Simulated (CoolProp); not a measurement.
Vapour-liquid equilibrium of carbon dioxide (1) + carbonyl sulfide (2) at -34.55 °C; x and y are mole fractions of (1).

The numbers come from the multi-fluid Helmholtz-energy mixture model, Span 1996 and Lemmon 2006; pair parameters Bell 2016 in CoolProp.

Q: Give the bubble pressure and the first vapour's composition at x = 0.05, 0.45, 0.55. Is there an azeotrope?

A: x = 0.05: 2.965 bar, y = 0.350; x = 0.45: 7.961 bar, y = 0.821; x = 0.55: 8.765 bar, y = 0.854. No azeotrope shows between x = 0.05 and 0.95.

Pair parameters are fitted to limited data, so mixtures are less certain than the pure fluids.
